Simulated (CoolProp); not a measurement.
A single-stage vapour-compression cycle with the fluid: evaporating at 238.15 K (dew point), condensing at 269.15 K (bubble point), superheat 2 K, subcooling 8 K, compressor efficiency 0.6, no pressure losses. The same conditions are run with several fluids, on thermodynamics alone (safety and materials aside).

Model: reference Helmholtz-energy equation of state of each fluid (propane: Lemmon 2009; R125: Lemmon 2005; cis-2-butene: Lemmon 2005; R22: Kamei 1995; ammonia: Gao 2020; carbonyl sulfide: Lemmon 2006), in CoolProp.

```csv
fluid,cooling COP,pressure ratio,discharge temperature (K),refrigerating effect (kJ/kg),volumetric capacity (kJ/m³)
propane,4.30,3.05,299.3,(withheld),1160
R125,(withheld),3.19,(withheld),131,1550
cis-2-butene,4.37,4.30,(withheld),(withheld),200
R22,4.27,3.30,319.9,206,1230
ammonia,4.12,3.96,384.8,(withheld),1040
carbonyl sulfide,4.23,(withheld),337.1,272,1660
```

Task: Some entries are withheld; supply them.

Result: 
- propane, refrigerating effect (kJ/kg): 367
- R125, cooling COP: 4.22
- R125, discharge temperature (K): 288.1
- cis-2-butene, discharge temperature (K): 309.6
- cis-2-butene, refrigerating effect (kJ/kg): 405
- ammonia, refrigerating effect (kJ/kg): 1280
- carbonyl sulfide, pressure ratio: 2.96
